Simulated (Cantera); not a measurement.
# Adiabatic ignition

An adiabatic, constant-pressure homogeneous reactor starts with CH4 : C2H6 : C3H8 : O2 : N2 : H2O : H2 = 1 : 0.045 : 0.16 : 2.69 : 10.1 : 1.3 : 0.041 (molar parts), at 1575 K and 6.80 bar.

Model: GRI-Mech 3.0 (53 species, 325 reactions), integrated in Cantera. GRI-Mech 3.0 was tuned for natural gas; its chemistry of propane as a main component is partial and can be far from experiment.

```
t (s)     T (K)   x CH4   x C2H6   x C3H8     x OH    x N2O     x CO2     x HCN
--------  -----  ------  -------  -------  -------  -------  --------  --------
3.00e-6    1572  0.0646  0.00294  0.00952  1.37e-5  1.11e-9   3.61e-6  1.34e-12
7.33e-6    1576  0.0631  0.00334  0.00779  2.00e-5  3.81e-9   2.34e-5  1.29e-11
1.79e-5    1622  0.0559  0.00355  0.00313  6.36e-5  1.94e-8  0.000171  2.18e-10
4.38e-5    2825  <1e-12   <1e-12   <1e-12   0.0169  7.47e-7    0.0548   1.34e-9
0.000107   2848  <1e-12   <1e-12   <1e-12   0.0160  7.93e-7    0.0561   2.68e-9
0.000262   2843  <1e-12   <1e-12   <1e-12   0.0155  8.08e-7    0.0558   4.70e-9
0.000641   2837  <1e-12   <1e-12   <1e-12   0.0150  8.56e-7    0.0555   6.93e-9
0.00157    2835  <1e-12   <1e-12   <1e-12   0.0148  8.75e-7    0.0554   7.57e-9
0.00383    2835  <1e-12   <1e-12   <1e-12   0.0148  8.76e-7    0.0554   7.58e-9
0.00936    2835  <1e-12   <1e-12   <1e-12   0.0148  8.76e-7    0.0554   7.58e-9
0.0229     2835  <1e-12   <1e-12   <1e-12   0.0148  8.76e-7    0.0554   7.58e-9
0.0560     2835  <1e-12   <1e-12   <1e-12   0.0148  8.76e-7    0.0554   7.58e-9
0.137      2835  <1e-12   <1e-12   <1e-12   0.0148  8.76e-7    0.0554   7.58e-9
0.335      2835  <1e-12   <1e-12   <1e-12   0.0148  8.76e-7    0.0554   7.58e-9
0.818      2835  <1e-12   <1e-12   <1e-12   0.0148  8.76e-7    0.0554   7.58e-9
2.00       2835  <1e-12   <1e-12   <1e-12   0.0148  8.76e-7    0.0554   7.58e-9
```
x: mole fraction; the columns are a selection and need not sum to one.

time of steepest temperature rise: 28.1 µs
temperature at 2.00 s: 2835 K
equilibrium temperature: 2835 K
x(CH4) at 2.00 s: <1e-12 (gas-phase equilibrium <1e-12)
x(C2H6) at 2.00 s: <1e-12 (gas-phase equilibrium <1e-12)
x(C3H8) at 2.00 s: <1e-12 (gas-phase equilibrium <1e-12)
